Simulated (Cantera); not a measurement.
**Stirred combustor or abatement burner**

A perfectly stirred reactor is fed with CH4 : O2 : N2 = 1 : 2.04 : 7.67 (molar parts), equivalence ratio 0.98, at 3750 Torr; it is adiabatic with a 400 K inlet, and is followed from long to short residence time, starting on the burning branch (τ in s: 0.2, 0.073, 0.027, 0.0099, 0.0037, 0.0013, 0.0005, 0.00018, 6.7e-05, 2.5e-05, 9.2e-06).

Model: GRI-Mech 3.0 (53 species, 325 reactions), integrated in Cantera.

```json
[
 {"τ (s)": "0.20", "T (K)": "2299", "x CH4": "6.19e-7", "x O2": "0.00608", "x O": "0.000177", "x CO2": "0.0869", "x C2H2": "3.80e-11"},
 {"τ (s)": "0.073", "T (K)": "2298", "x CH4": "1.63e-6", "x O2": "0.00637", "x O": "0.000187", "x CO2": "0.0868", "x C2H2": "2.48e-10"},
 {"τ (s)": "0.027", "T (K)": "2294", "x CH4": "4.09e-6", "x O2": "0.00685", "x O": "0.000208", "x CO2": "0.0863", "x C2H2": "1.44e-9"},
 {"τ (s)": "0.0099", "T (K)": "2285", "x CH4": "9.77e-6", "x O2": "0.00761", "x O": "0.000253", "x CO2": "0.0854", "x C2H2": "7.03e-9"},
 {"τ (s)": "0.0037", "T (K)": "2267", "x CH4": "2.14e-5", "x O2": "0.00880", "x O": "0.000340", "x CO2": "0.0835", "x C2H2": "2.59e-8"},
 {"τ (s)": "0.0013", "T (K)": "2234", "x CH4": "4.65e-5", "x O2": "0.0107", "x O": "0.000517", "x CO2": "0.0805", "x C2H2": "8.02e-8"},
 {"τ (s)": "0.00050", "T (K)": "2191", "x CH4": "9.35e-5", "x O2": "0.0131", "x O": "0.000789", "x CO2": "0.0766", "x C2H2": "1.97e-7"},
 {"τ (s)": "0.00018", "T (K)": "2129", "x CH4": "0.000205", "x O2": "0.0167", "x O": "0.00121", "x CO2": "0.0711", "x C2H2": "5.13e-7"},
 {"τ (s)": "6.7e-5", "T (K)": "2048", "x CH4": "0.000496", "x O2": "0.0218", "x O": "0.00163", "x CO2": "0.0636", "x C2H2": "1.60e-6"},
 {"τ (s)": "2.5e-5", "T (K)": "400", "x CH4": "0.0934", "x O2": "0.190", "x O": "<1e-12", "x CO2": "<1e-12", "x C2H2": "<1e-12"},
 {"τ (s)": "9.2e-6", "T (K)": "400", "x CH4": "0.0934", "x O2": "0.190", "x O": "<1e-12", "x CO2": "<1e-12", "x C2H2": "<1e-12"}
]
```
x: mole fraction; the columns are a selection and need not sum to one.
